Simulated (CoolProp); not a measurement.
Vapour-liquid equilibrium of propylene (1) + acetone (2) at 0.113 MPa; x and y are mole fractions of (1).

Model: multi-fluid Helmholtz-energy mixture model, Lemmon 2013 and Lemmon 2006; pair parameters Bell 2016, in CoolProp.

Give the bubble temperature and the first vapour's composition at x = 0.2, 0.35, 0.95. Is there an azeotrope?

x = 0.2: -29.7 °C, y = 0.988; x = 0.35: -38.7 °C, y = 0.994; x = 0.95: -44.2 °C, y = 0.998. No azeotrope shows between x = 0.05 and 0.95.

The pair parameters rest on a limited set of measurements; away from them the model extrapolates. With so large a gap from Raoult's law the liquid may split in two, which this calculation doesn't test in full.
